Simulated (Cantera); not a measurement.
Feed: 1 mol Al2O3, 240 mol H2, 0.41 mol N2, at 2023 K and 0.000700 bar.

These are equilibrium values from Cantera (NASA tables, ideal gas, pure condensed phases), not measurements of a reactor. Candidate condensed phases: Al, AlN, Al2O3, H2O; 35 gas species. The tables' values for AlOH are old estimates; treat these amounts as uncertain. Equilibrium is a limit: real reactors are often held back by kinetics, nucleation or transport.

**Question.** What is the equilibrium state?

**Answer.** 
```json
{
 "x(H2)": "0.926",
 "x(H)": "0.0691",
 "x(H2O)": "0.00186",
 "x(N2)": "0.00164",
 "x(Al)": "0.00105",
 "x(Al2O)": "0.000128",
 "x(AlOH)": "6.74e-5",
 "x(OH)": "1.45e-5",
 "x(AlO)": "9.48e-6",
 "n(Al2O3(s))": "0.827 mol",
 "gas_amount": "249.3 mol",
 "log10 activity of Al(l) (absent)": "-4.00"
}
```
